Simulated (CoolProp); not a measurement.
Model: reference Helmholtz-energy equation of state, Leachman 2009, in CoolProp.

Q: Give the vapour pressure (kPa), liquid density (kg/m³), vapour density (kg/m³) of saturated normal hydrogen at 22.3, 23.9, 32.2 K.

A: 
| T (K) | p (kPa) | liquid density (kg/m³) | vapour density (kg/m³) |
|---|---|---|---|
| 22.3 | 172 | 68.5 | 2.16 |
| 23.9 | 252 | 66.3 | 3.09 |
| 32.2 | 1130 | 46.0 | 17.5 |
